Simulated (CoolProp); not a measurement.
Properties of tetradecamethylhexasiloxane (MD4M) along the isotherm 620 K (Tc = 653.2 K, pc = 828.6 kPa, ω = 0.800).

Values from CoolProp's reference Helmholtz-energy equation of state, Thol 2019.

```json
[
 {"p (kPa)": "13.1", "phase": "gas", "density (kg/m³)": "1.176", "cp (kJ/(kg K))": "2.085", "isothermal compressibility (1/MPa)": "76.94", "expansivity (1/kK)": "1.665", "fugacity coefficient": "0.9923"},
 {"p (kPa)": "19.8", "phase": "gas", "density (kg/m³)": "1.784", "cp (kJ/(kg K))": "2.086", "isothermal compressibility (1/MPa)": "51.11", "expansivity (1/kK)": "1.692", "fugacity coefficient": "0.9883"},
 {"p (kPa)": "29.8", "phase": "gas", "density (kg/m³)": "2.701", "cp (kJ/(kg K))": "2.087", "isothermal compressibility (1/MPa)": "34.17", "expansivity (1/kK)": "1.734", "fugacity coefficient": "0.9825"},
 {"p (kPa)": "45", "phase": "gas", "density (kg/m³)": "4.118", "cp (kJ/(kg K))": "2.089", "isothermal compressibility (1/MPa)": "22.85", "expansivity (1/kK)": "1.800", "fugacity coefficient": "0.9736"},
 {"p (kPa)": "67.9", "phase": "gas", "density (kg/m³)": "6.305", "cp (kJ/(kg K))": "2.093", "isothermal compressibility (1/MPa)": "15.38", "expansivity (1/kK)": "1.906", "fugacity coefficient": "0.9602"},
 {"p (kPa)": "102", "phase": "gas", "density (kg/m³)": "9.690", "cp (kJ/(kg K))": "2.098", "isothermal compressibility (1/MPa)": "10.49", "expansivity (1/kK)": "2.081", "fugacity coefficient": "0.9404"},
 {"p (kPa)": "154", "phase": "gas", "density (kg/m³)": "15.18", "cp (kJ/(kg K))": "2.107", "isothermal compressibility (1/MPa)": "7.241", "expansivity (1/kK)": "2.394", "fugacity coefficient": "0.9105"},
 {"p (kPa)": "233", "phase": "gas", "density (kg/m³)": "24.48", "cp (kJ/(kg K))": "2.125", "isothermal compressibility (1/MPa)": "5.162", "expansivity (1/kK)": "3.020", "fugacity coefficient": "0.8654"},
 {"p (kPa)": "351", "phase": "gas", "density (kg/m³)": "41.51", "cp (kJ/(kg K))": "2.169", "isothermal compressibility (1/MPa)": "4.013", "expansivity (1/kK)": "4.584", "fugacity coefficient": "0.7989"},
 {"p (kPa)": "530", "phase": "liquid", "density (kg/m³)": "486.8", "cp (kJ/(kg K))": "2.513", "isothermal compressibility (1/MPa)": "0.1333", "expansivity (1/kK)": "6.435", "fugacity coefficient": "0.6789"},
 {"p (kPa)": "800", "phase": "liquid", "density (kg/m³)": "501.5", "cp (kJ/(kg K))": "2.444", "isothermal compressibility (1/MPa)": "0.09270", "expansivity (1/kK)": "4.967", "fugacity coefficient": "0.4722"},
 {"p (kPa)": "1210", "phase": "liquid", "density (kg/m³)": "517.5", "cp (kJ/(kg K))": "2.393", "isothermal compressibility (1/MPa)": "0.06460", "expansivity (1/kK)": "3.881", "fugacity coefficient": "0.3354"},
 {"p (kPa)": "1820", "phase": "liquid", "density (kg/m³)": "534.8", "cp (kJ/(kg K))": "2.355", "isothermal compressibility (1/MPa)": "0.04520", "expansivity (1/kK)": "3.074", "fugacity coefficient": "0.2472"},
 {"p (kPa)": "2750", "phase": "liquid", "density (kg/m³)": "553.7", "cp (kJ/(kg K))": "2.325", "isothermal compressibility (1/MPa)": "0.03142", "expansivity (1/kK)": "2.452", "fugacity coefficient": "0.1905"},
 {"p (kPa)": "4140", "phase": "liquid", "density (kg/m³)": "574.1", "cp (kJ/(kg K))": "2.302", "isothermal compressibility (1/MPa)": "0.02184", "expansivity (1/kK)": "1.977", "fugacity coefficient": "0.1575"}
]
```
